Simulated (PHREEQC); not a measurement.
A solution holds 0.0022 mol/kgw FeSO4, 0.00018 mol/kgw NaHCO3 and 0.0068 mol/kgw Na2SO4, at 20 °C. Closed to the air; pH follows from the charge balance.

Model: ion-association model, phreeqc.dat, run in PHREEQC.

No solid was allowed to form.

Task: Order these S species by the share of S that they hold, largest first: NaSO4-, FeSO4, SO4-2.

Result: SO4-2 (90 %), FeSO4 (7.0 %), NaSO4- (3.2 %)

The pH is 7.47 and the ionic strength 0.0262 mol/kgw. Saturation is exceeded, for instance for Siderite; the values hold only as long as no solid forms. Complexes and solids missing from the database can't appear.
